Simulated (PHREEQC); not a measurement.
Solution (90 °C): 13 mmol/kgw HF, 26 mmol/kgw (CH3)4NF and 8 mmol/kgw (NH4)2SiF6. Closed to the air; pH follows from the charge balance.

The numbers come from PHREEQC with the ion-association model, wateq4f.dat.

**Question.** The ionic strength comes out as 0.0501 mol/kgw. What activity coefficients do SiF6-2, HF2-, H+, NH4+, F- get?

**Answer.** SiF6-2 0.42, HF2- 0.79, H+ 0.84, NH4+ 0.80, F- 0.79.

Precipitation was switched off in this run. Complexes and solids missing from the database can't appear. (CH3)4N+ isn't in the database: it is added as a free cation with an ion size of 4 Å. Constants without temperature data keep their 25 °C values here. SiF6-2 is the database's only silicon fluoride.
